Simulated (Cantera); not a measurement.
## Aluminium nitride and oxide growth: AlCl3 + N2O + N2

Feed: 1 mol AlCl3, 43 mol N2O, 5.5 mol N2, at 0.0650 bar.

Cantera equilibrium calculation (NASA polynomials, part measured and part estimated; ideal gas, pure solids and liquids). Candidate condensed phases: Al, AlCl3, AlN, Al2O3; 24 gas species. Kinetics and transport are ignored.

From 1323 K to 1998 K the condensed part is Al2O3(s). The main Al-bearing gas is AlCl3 at 1323 K and AlOCl at 1998 K.

| T (K) | x N2 | x O2 | x Cl | x Cl2 | x NO | x O | x ClO | x NO2 | n Al2O3(s) |
|---|---|---|---|---|---|---|---|---|---|
| 1323 | 0.683 | 0.292 | 0.00781 | 0.0172 | 0.000503 | 5.64e-7 | 3.41e-5 | 1.50e-6 | 0.500 |
| 1398 | 0.681 | 0.291 | 0.0132 | 0.0144 | 0.000784 | 1.94e-6 | 5.12e-5 | 1.77e-6 | 0.500 |
| 1473 | 0.678 | 0.290 | 0.0200 | 0.0110 | 0.00117 | 5.89e-6 | 6.97e-5 | 2.04e-6 | 0.500 |
| 1548 | 0.675 | 0.288 | 0.0270 | 0.00739 | 0.00167 | 1.61e-5 | 8.55e-5 | 2.32e-6 | 0.500 |
| 1623 | 0.673 | 0.287 | 0.0328 | 0.00442 | 0.00231 | 4.00e-5 | 9.52e-5 | 2.62e-6 | 0.500 |
| 1698 | 0.671 | 0.286 | 0.0367 | 0.00242 | 0.00310 | 9.18e-5 | 9.82e-5 | 2.92e-6 | 0.500 |
| 1773 | 0.670 | 0.285 | 0.0389 | 0.00128 | 0.00407 | 0.000197 | 9.67e-5 | 3.23e-6 | 0.500 |
| 1848 | 0.669 | 0.284 | 0.0401 | 0.000674 | 0.00522 | 0.000396 | 9.30e-5 | 3.55e-6 | 0.500 |
| 1923 | 0.668 | 0.283 | 0.0407 | 0.000365 | 0.00657 | 0.000756 | 8.85e-5 | 3.86e-6 | 0.500 |
| 1998 | 0.667 | 0.282 | 0.0410 | 0.000204 | 0.00812 | 0.00137 | 8.40e-5 | 4.18e-6 | 0.500 |
x: gas mole fraction; n: condensed amount in mol.
